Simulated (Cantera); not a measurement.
Feed: 1 mol AlCl3, 0.52 mol O2, a varied amount of N2, at 1450 K and 720 Torr.

Equilibrium computed with Cantera from the NASA thermochemical tables; the gas is ideal and each condensed phase is pure. Candidate condensed phases: Al, AlCl3, AlN, Al2O3; 24 gas species. Equilibrium is a limit: real reactors are often held back by kinetics, nucleation or transport.

Question: At 78 mol N2, list the 4 most abundant gas species with their mole fractions, and the condensed phases.

Answer: N2 0.981, Cl2 0.0109, Cl 0.00439, AlCl3 0.00386. Condensed: Al2O3(s).
